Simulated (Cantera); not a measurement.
**Iron carbonyl, mercury and lead vapours: Hg + O₂ + H₂**

Feed: 1 mol Hg, 1.9 mol O₂, 1.9 mol H₂, at 1.00 bar.

Equilibrium computed with Cantera from the NASA thermochemical tables; the gas is ideal and each condensed phase is pure. Candidate condensed phases: H₂O, Hg, HgO; 10 gas species. The numbers say what is thermodynamically allowed, not how fast it happens.

| T (K) | x H₂O | x Hg | x O₂ | x OH | n HgO(s) |
|---|---|---|---|---|---|
| 550 | 0.808 | 0.000439 | 0.192 | <1e-12 | 0.999 |
| 650 | 0.733 | 0.0619 | 0.205 | 8.51e-12 | 0.840 |
| 750 | 0.494 | 0.260 | 0.247 | 3.97e-10 | 0 |
| 850 | 0.494 | 0.260 | 0.247 | 8.47e-9 | 0 |
| 950 | 0.494 | 0.260 | 0.247 | 9.51e-8 | 0 |
| 1050 | 0.494 | 0.260 | 0.247 | 6.74e-7 | 0 |
| 1150 | 0.494 | 0.260 | 0.247 | 3.41e-6 | 0 |
| 1250 | 0.493 | 0.260 | 0.247 | 1.33e-5 | 0 |
| 1350 | 0.493 | 0.260 | 0.247 | 4.24e-5 | 0 |
| 1450 | 0.493 | 0.260 | 0.247 | 0.000115 | 0 |
| 1550 | 0.493 | 0.260 | 0.247 | 0.000276 | 0 |
x: gas mole fraction; n: condensed amount in mol.

From 550 K to 650 K the condensed part is HgO(s). From 750 K to 1550 K nothing is condensed. The main Hg-bearing gas is Hg throughout.
